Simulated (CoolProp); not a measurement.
Vapour-liquid equilibrium of propylene (1) + 1-butene (2) at 247 K; x and y are mole fractions of (1).

Computed with CoolProp (multi-fluid Helmholtz-energy mixture model, Lemmon 2013 and Lemmon 2005; pair parameters Bell 2016).

```json
[
 {"x": "0.05", "bubble pressure (MPa)": "0.05331", "y at the bubble point": "0.220", "dew pressure at overall composition x (MPa)": "0.04540", "liquid density (mol/L)": "11.65"},
 {"x": "0.15", "bubble pressure (MPa)": "0.07296", "y at the bubble point": "0.485", "dew pressure at overall composition x (MPa)": "0.04973", "liquid density (mol/L)": "11.86"},
 {"x": "0.25", "bubble pressure (MPa)": "0.09267", "y at the bubble point": "0.639", "dew pressure at overall composition x (MPa)": "0.05496", "liquid density (mol/L)": "12.08"},
 {"x": "0.35", "bubble pressure (MPa)": "0.1125", "y at the bubble point": "0.739", "dew pressure at overall composition x (MPa)": "0.06142", "liquid density (mol/L)": "12.30"},
 {"x": "0.45", "bubble pressure (MPa)": "0.1323", "y at the bubble point": "0.810", "dew pressure at overall composition x (MPa)": "0.06957", "liquid density (mol/L)": "12.52"},
 {"x": "0.55", "bubble pressure (MPa)": "0.1523", "y at the bubble point": "0.863", "dew pressure at overall composition x (MPa)": "0.08018", "liquid density (mol/L)": "12.75"},
 {"x": "0.65", "bubble pressure (MPa)": "0.1725", "y at the bubble point": "0.905", "dew pressure at overall composition x (MPa)": "0.09457", "liquid density (mol/L)": "12.99"},
 {"x": "0.75", "bubble pressure (MPa)": "0.1928", "y at the bubble point": "0.938", "dew pressure at overall composition x (MPa)": "0.1151", "liquid density (mol/L)": "13.23"},
 {"x": "0.85", "bubble pressure (MPa)": "0.2134", "y at the bubble point": "0.966", "dew pressure at overall composition x (MPa)": "0.1468", "liquid density (mol/L)": "13.47"},
 {"x": "0.95", "bubble pressure (MPa)": "0.2342", "y at the bubble point": "0.990", "dew pressure at overall composition x (MPa)": "0.2009", "liquid density (mol/L)": "13.72"}
]
```

No azeotrope shows between x = 0.05 and 0.95.

The pair parameters rest on a limited set of measurements; away from them the model extrapolates.
